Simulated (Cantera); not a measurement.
A perfectly stirred reactor is fed with 6.91 % CH4, 0.691 % CO, 10.9 % O2, 81.5 % N2, at 750 Torr; it is adiabatic with a 798 K inlet, and is followed from long to short residence time, starting on the burning branch (τ in s: 0.4, 0.2, 0.096, 0.047, 0.023, 0.011, 0.0056, 0.0027, 0.0013, 0.00066, 0.00032, 0.00016, 7.8e-05).

Detailed kinetics in Cantera: GRI-Mech 3.0 (53 species, 325 reactions).

Question: Predict: blow-out, bracketed by the residence times tried; x(CH4) at τ = 0.400 s; x(CO) at τ = 0.400 s; x(O2) at τ = 0.400 s; x(CH3) at τ = 0.400 s; x(C2H) at τ = 0.400 s; x(CH4) at τ = 5.60 ms; x(CO) at τ = 5.60 ms; x(O2) at τ = 5.60 ms; x(CH3) at τ = 5.60 ms; x(C2H) at τ = 5.60 ms.

Answer: 
| Quantity | Value |
|---|---|
| blow-out, bracketed by the residence times tried | burning at 1.30 ms, out at 0.660 ms |
| x(CH4) at τ = 0.400 s | 0.000133 |
| x(CO) at τ = 0.400 s | 0.0366 |
| x(O2) at τ = 0.400 s | 8.20e-5 |
| x(CH3) at τ = 0.400 s | 2.63e-5 |
| x(C2H) at τ = 0.400 s | 2.19e-9 |
| x(CH4) at τ = 5.60 ms | 0.000265 |
| x(CO) at τ = 5.60 ms | 0.0373 |
| x(O2) at τ = 5.60 ms | 0.00103 |
| x(CH3) at τ = 5.60 ms | 0.000141 |
| x(C2H) at τ = 5.60 ms | 2.63e-8 |
